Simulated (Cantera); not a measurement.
A closed system holds: 1 mol Si2Cl6, a varied amount of NH3, 14 mol H2, at 875 °C and 1300 Pa.

Equilibrium computed with Cantera from the NASA thermochemical tables; the gas is ideal and each condensed phase is pure. Candidate condensed phases: NH4Cl, Si, Si3N4; 28 gas species. The feed counts by its element totals alone. Mutual solubility and eutectic melting of coexisting phases are not modelled. Rates play no part.

Q: Which condensed phases are stable at each of these points (n(NH3) (mol)): 0.32, 0.52, 0.83, 1.3, 2.1, 3.4, 5.5, 8.8, 14, 23, 36?

A: 
```
n(NH3) (mol)  condensed phases  Si condensed (%)
------------  ----------------  ----------------
0.32          Si(s) + Si3N4(s)              30.6
0.52          Si(s) + Si3N4(s)              30.8
0.83                  Si3N4(s)              31.1
1.3                   Si3N4(s)              48.7
2.1                   Si3N4(s)              77.6
3.4                   Si3N4(s)              94.5
5.5                   Si3N4(s)              98.0
8.8                   Si3N4(s)              99.2
14                    Si3N4(s)              99.7
23                    Si3N4(s)              99.9
36                    Si3N4(s)             100.0
```

From 0.32 mol NH3 to 0.52 mol NH3 the condensed part is Si(s) + Si3N4(s). From 0.83 mol NH3 to 36 mol NH3 the condensed part is Si3N4(s).
